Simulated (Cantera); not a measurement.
Feed: 1 mol Si2Cl6, 99 mol N2, a varied amount of H2, held at 1848 K and 133 Pa.

Cantera equilibrium calculation (NASA polynomials, part measured and part estimated; ideal gas, pure solids and liquids). Candidate condensed phases: NH4Cl, Si, Si3N4; 28 gas species. The feed counts by its element totals alone. The tables' values for SiCl, SiN, SiCl3 are old estimates; treat these amounts as uncertain. Kinetics and transport are ignored.

x: gas mole fraction; n: condensed amount in mol.

```
n(H2) (mol)   x N2    x H2   x HCl  x SiCl2      x H     x Si      x Cl  n Si(l)
-----------  -----  ------  ------  -------  -------  -------  --------  -------
4.5          0.926  0.0301  0.0214   0.0163  0.00252        …   0.00136        0
8.4          0.892  0.0622  0.0233   0.0145  0.00362        …   0.00103        0
12           0.863  0.0903  0.0242   0.0132  0.00436        …  0.000890        0
16           0.833   0.120  0.0248   0.0121  0.00502        …  0.000793        0
20           0.805   0.147  0.0252   0.0111  0.00557  0.00418  0.000725        0
24           0.779   0.173  0.0254   0.0102  0.00604  0.00447  0.000673        0
28           0.755   0.198  0.0255  0.00949  0.00645  0.00470  0.000632        0
31           0.738   0.215  0.0257  0.00889  0.00673  0.00471  0.000612   0.0363
```

Question: Complete the blanks.

Answer: 
- 4.5, x Si: 0.00174
- 8.4, x Si: 0.00271
- 12, x Si: 0.00331
- 16, x Si: 0.00381
